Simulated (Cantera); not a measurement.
An isothermal, constant-pressure homogeneous reactor starts with NH₃ : N₂ = 1 : 2 (molar parts), at 1650 K and 0.133 bar. Integrator tolerance rtol = 1e-08.

Model: the gas-phase N/H chemistry of the illustrative SiF4/NH3 mechanism in the Surface Chemkin manual (1991), integrated in Cantera. Walls and surfaces, which speed up NH3 decomposition in real reactors, are not modelled.

**Question.** What does this change do: NH3 1 to 7.6 parts?

**Answer.** 
```csv
quantity,before,after
x(NH₃) at 5.00 s,0.220 (gas-phase equilibrium 9.82e-7),0.516 (gas-phase equilibrium 1.70e-6)
x(N₂H₂) at 5.00 s,2.97e-7 (gas-phase equilibrium <1e-12),6.74e-7 (gas-phase equilibrium <1e-12)
x(N) at 5.00 s,3.84e-8 (gas-phase equilibrium 4.29e-12),2.58e-8 (gas-phase equilibrium 3.15e-12)
x(H₂) at 5.00 s,0.128 (gas-phase equilibrium 0.375),0.231 (gas-phase equilibrium 0.663)
x(N₂) at 5.00 s,0.652 (gas-phase equilibrium 0.625),0.253 (gas-phase equilibrium 0.337)
x(NH₂) at 5.00 s,8.24e-5 (gas-phase equilibrium 9.88e-10),0.000126 (gas-phase equilibrium 1.28e-9)
```

**Question.** What does this change do: N2 2 to 6.8 parts?

**Answer.** 
```csv
quantity,before,after
x(NH₃) at 5.00 s,0.220 (gas-phase equilibrium 9.82e-7),0.0812 (gas-phase equilibrium 3.47e-7)
x(N₂H₂) at 5.00 s,2.97e-7 (gas-phase equilibrium <1e-12),1.23e-7 (gas-phase equilibrium <1e-12)
x(N) at 5.00 s,3.84e-8 (gas-phase equilibrium 4.29e-12),5.47e-8 (gas-phase equilibrium 4.95e-12)
x(H₂) at 5.00 s,0.128 (gas-phase equilibrium 0.375),0.0625 (gas-phase equilibrium 0.170)
x(N₂) at 5.00 s,0.652 (gas-phase equilibrium 0.625),0.856 (gas-phase equilibrium 0.830)
x(NH₂) at 5.00 s,8.24e-5 (gas-phase equilibrium 9.88e-10),4.86e-5 (gas-phase equilibrium 5.18e-10)
```
